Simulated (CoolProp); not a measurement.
Vapour-liquid equilibrium of carbon dioxide (1) + propylene (2) at 14.7 bar; x and y are mole fractions of (1).

Model: multi-fluid Helmholtz-energy mixture model, Span 1996 and Lemmon 2013; pair parameters Bell 2016, in CoolProp.

```csv
x,bubble temperature (K),y at the bubble point,dew temperature at overall composition x (K),liquid density (mol/L)
0.05,297.8,0.214,305.8,…
0.2,275.4,0.594,298.5,13.89
0.35,…,0.750,290.6,15.37
0.5,256.1,…,281.7,16.86
0.65,…,0.879,271.3,18.55
0.8,248.1,0.925,…,…
0.95,245.0,…,246.4,…
```

Some entries are withheld; supply them.


- 0.05, liquid density (mol/L): 12.23
- 0.35, bubble temperature (K): 263.1
- 0.5, y at the bubble point: 0.828
- 0.65, bubble temperature (K): 251.6
- 0.8, dew temperature at overall composition x (K): 258.7
- 0.8, liquid density (mol/L): 20.63
- 0.95, y at the bubble point: 0.978
- 0.95, liquid density (mol/L): 23.29

No azeotrope shows between x = 0.05 and 0.95.

Pair parameters are fitted to limited data, so mixtures are less certain than the pure fluids.
